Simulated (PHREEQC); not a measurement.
0.098 g of hydrous ferric oxide (600 m²/g; 0.2 weak and 0.005 strong sites per Fe, Dzombak-Morel constants, diffuse double layer) in 1 kg of water with 0.1 mol/kgw of an inert sodium salt and 0.00014 mol CaCl2, at 25 °C; the pH is set by adding NaOH or the inert anion's acid. O2 is buffered at 0.21 atm. No CO2 enters from the air. Precipitation was switched off in this run.

Computed with PHREEQC (ion-association model, wateq4f.dat).

**Question.** Predict Ca sorbed (%) at pH = 7, 7.5.

**Answer.** 
```tsv
pH	Ca sorbed (%)
7	0.2
7.5	1.1
```
